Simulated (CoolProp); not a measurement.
Normal hydrogen at 293.15 K and 0.33 MPa flows at 0.11 m/s in a round tube of 10 mm bore and 0.25 µm roughness, fully developed (64/Re and Nu = 3.66 if laminar; Colebrook and Gnielinski if turbulent). Each further row changes one setting.

Computed with CoolProp (reference Helmholtz-energy equation of state, Leachman 2009).

| case | Reynolds number | Darcy friction factor | pressure drop (Pa/m) | heat-transfer coefficient (W/(m² K)) | mass flow (kg/h) |
|---|---|---|---|---|---|
| as stated | ___ | 1.88 | ___ | 67.2 | 0.00847 |
| velocity 0.22 m/s | 68.1 | 0.940 | 0.619 | 67.2 | 0.0169 |
| diameter 20 mm | 68.1 | 0.940 | ___ | ___ | 0.0339 |

Q: Fill in the missing entries.

A: 
- as stated, Reynolds number: 34.1
- as stated, pressure drop (Pa/m): 0.310
- diameter 20 mm, pressure drop (Pa/m): 0.0774
- diameter 20 mm, heat-transfer coefficient (W/(m² K)): 33.6

Viscosity comes from a separate model (Muzny 2013). Thermal conductivity comes from a separate model (Assael 2011).
